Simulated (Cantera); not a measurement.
Input (Python, Cantera) and output of one run.

```python
import numpy as np
import cantera as ct

gas_names = """
    AL ALN ALO ALO2 AL2 AL2O AL2O2 N NO NO2 NO3 N2 N2O O O2 O3
""".split()
cond_names = """
    AL(cr) AL(L) ALN(s) AL2O3(a) AL2O3(L)
""".split()


# ... load() reads the species with a 1 bar reference pressure and builds the phases ...
atoms = {
    'Al2O3': {'AL': 2, 'O': 3},
    'N2': {'N': 2},
}
top_T = {'ALN(s)': 2750}  # K; cautious upper limits of use, not melting points


# ... equilibrate(T, P, feed) seeds the gas with the atoms and calls Mixture.equilibrate('TP', solver="vcs", rtol=1e-11, max_steps=5000) ...
results = []
feed = {'Al2O3': 1, 'N2': 2.5}  # mol
T = 2673.15  # K
P = 10000  # Pa
mix = equilibrate(T, P, feed)
results.append((T, P, feed, dict(zip(mix.species_names, mix.species_moles))))
x = sorted(zip(gas.X, gas.species_names), reverse=True)
print(f"T = {T:g} K  P = {P:g} Pa  gas = {mix.phase_moles(0):.4g} mol")
print("   x: " + "  ".join(f"{s} {v:.3e}" for v, s in x if v > 0.0001))
print("   condensed (mol): " + ("  ".join(f"{mix.phase(i).name} {mix.phase_moles(i):.4g}"
      for i in range(1, mix.n_phases) if mix.phase_moles(i) > 1e-12) or "none"))
```

Output:

```
T = 2673.15 K  P = 10000 Pa  gas = 2.504 mol
   x: N2 9.981e-01  O 5.854e-04  AL 4.973e-04  NO 4.314e-04  ALO 2.746e-04
   condensed (mol): AL2O3(L) 0.9988
```

These are equilibrium values from Cantera (NASA tables, ideal gas, pure condensed phases), not measurements of a reactor.
